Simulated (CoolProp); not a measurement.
R11 along the isotherm 226.85 °C: density (kg/m³) from the reference equation and from simpler models built on Tc = 198.0 °C, pc = 4.408 MPa, ω = 0.189; each cubic takes its own stable root.

Model: reference Helmholtz-energy equation of state, Jacobsen 1992, in CoolProp.

```tsv
p (MPa)	phase	reference
0.245	gas	8.223
0.49	gas	16.71
0.735	gas	25.50
0.979	gas	34.56
1.22	gas	43.85
1.47	gas	53.89
1.71	gas	63.94
1.96	gas	74.89
2.2	gas	85.92
```

Problem. How far does each simpler model (ideal gas, van der Waals, Redlich-Kwong, Soave-Redlich-Kwong, Peng-Robinson) lie from the reference over these 9 states: mean and median of the absolute difference, and the worst?

Solution. 
- ideal gas: mean 8.3 %, median 8.1 %, worst -15.4 % at 226.85 °C and 2.2 MPa
- van der Waals: mean 0.6 %, median 0.5 %, worst -1.1 % at 226.85 °C and 2.2 MPa
- Redlich-Kwong: mean 0.3 %, median 0.3 %, worst +0.4 % at 226.85 °C and 2.2 MPa
- Soave-Redlich-Kwong: mean 0.0 %, median 0.1 %, worst -0.1 % at 226.85 °C and 2.2 MPa
- Peng-Robinson: mean 1.1 %, median 1.1 %, worst +1.9 % at 226.85 °C and 2.2 MPa
